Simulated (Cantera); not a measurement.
Input (Python, Cantera) and output of one run.

```python
import numpy as np
import cantera as ct

gas_names = [...]  # 76 gases of nasa_gas.yaml made of C, H
cond_names = """
    C(gr) C6H6(L) C7H8(L) C8H18(L),n-octa
""".split()


# ... load() reads the species with a 1 bar reference pressure and builds the phases ...
atoms = {
    'C3H8': {'C': 3, 'H': 8},
    'H2': {'H': 2},
}
top_T = {'C(gr)': 4500}  # K; cautious upper limits of use, not melting points


# ... equilibrate(T, P, feed) seeds the gas with the atoms and calls Mixture.equilibrate('TP', solver="vcs", rtol=1e-11, max_steps=5000) ...
results = []
feed = {'C3H8': 1, 'H2': 55}  # mol
P = 1900000  # Pa
for T in [798, 948, 1098, 1248, 1398, 1548, 1698, 1848, 1998, 2148]:
    mix = equilibrate(T, P, feed)
    results.append((T, P, feed, dict(zip(mix.species_names, mix.species_moles))))
    x = sorted(zip(gas.X, gas.species_names), reverse=True)
    print(f"T = {T:g} K  P = {P:g} Pa  gas = {mix.phase_moles(0):.4g} mol")
    print("   x: " + "  ".join(f"{s} {v:.3e}" for v, s in x if v > 0.001))
    print("   condensed (mol): " + ("  ".join(f"{mix.phase(i).name} {mix.phase_moles(i):.4g}"
          for i in range(1, mix.n_phases) if mix.phase_moles(i) > 1e-12) or "none"))
```

Output:

```
T = 798 K  P = 1.9e+06 Pa  gas = 56 mol
   x: H2 9.464e-01  CH4 5.357e-02
   condensed (mol): none
T = 948 K  P = 1.9e+06 Pa  gas = 56 mol
   x: H2 9.464e-01  CH4 5.357e-02
   condensed (mol): none
T = 1098 K  P = 1.9e+06 Pa  gas = 56 mol
   x: H2 9.464e-01  CH4 5.357e-02
   condensed (mol): none
T = 1248 K  P = 1.9e+06 Pa  gas = 56 mol
   x: H2 9.464e-01  CH4 5.356e-02
   condensed (mol): none
T = 1398 K  P = 1.9e+06 Pa  gas = 56 mol
   x: H2 9.465e-01  CH4 5.352e-02
   condensed (mol): none
T = 1548 K  P = 1.9e+06 Pa  gas = 56.94 mol
   x: H2 9.637e-01  CH4 3.620e-02
   condensed (mol): C(gr) 0.9305
T = 1698 K  P = 1.9e+06 Pa  gas = 57.83 mol
   x: H2 9.797e-01  CH4 2.012e-02
   condensed (mol): C(gr) 1.819
T = 1848 K  P = 1.9e+06 Pa  gas = 58.29 mol
   x: H2 9.873e-01  CH4 1.220e-02
   condensed (mol): C(gr) 2.248
T = 1998 K  P = 1.9e+06 Pa  gas = 58.54 mol
   x: H2 9.908e-01  CH4 7.958e-03
   condensed (mol): C(gr) 2.431
T = 2148 K  P = 1.9e+06 Pa  gas = 58.69 mol
   x: H2 9.914e-01  CH4 5.509e-03  C2H2,acetylene 1.899e-03
   condensed (mol): C(gr) 2.433
```

Equilibrium computed with Cantera from the NASA thermochemical tables; the gas is ideal and each condensed phase is pure.
